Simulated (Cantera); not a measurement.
Charge: 1 mol (CH₃)₂SiCl₂, 0.11 mol C₂H₂, 14 mol H₂, at 1048.15 K.

Method: chemical equilibrium by Gibbs-energy minimisation in Cantera with the NASA 1993 tables (ideal gas, pure condensed phases). Candidate condensed phases: C, C₆H₆, C₇H₈, C₈H₁₈, Si, SiC; 109 gas species. The feed counts by its element totals alone. The tables' values for SiCl₃ are old estimates; treat these amounts as uncertain. Rates play no part.

At 25000 Pa, list the 4 most abundant gas species with their mole fractions, and the condensed phases.

H₂ 0.900, HCl 0.0803, CH₄ 0.0118, SiCl₄ 0.00739. Condensed: C(graphite) + SiC(s).
